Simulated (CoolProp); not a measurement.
20 sccm (0 °C, 1 atm) of nitrogen bubbles through liquid octamethyltrisiloxane (MDM) at 321.7 K and leaves saturated at a total pressure of 0.059 MPa (ideal gas phase). Each further row changes one setting.

Computed with CoolProp (reference Helmholtz-energy equation of state, Thol 2017).

```
case                      vapour pressure (kPa)  mole fraction of vapour  delivery (mg/min)  delivery (sccm)  change of delivery for a bath 1 K warmer (%)
------------------------  ---------------------  -----------------------  -----------------  ---------------  --------------------------------------------
as stated                                  2.02               (withheld)               7.49       (withheld)                                           5.7
bath temperature 326.7 K                   2.63                   0.0446               9.86            0.935                                           5.6
total pressure 0.118 MPa                   2.02               (withheld)               3.68            0.349                                           5.6
```

Problem. What belongs in the gaps?

Solution. 
- as stated, mole fraction of vapour: 0.0343
- as stated, delivery (sccm): 0.710
- total pressure 0.118 MPa, mole fraction of vapour: 0.0171
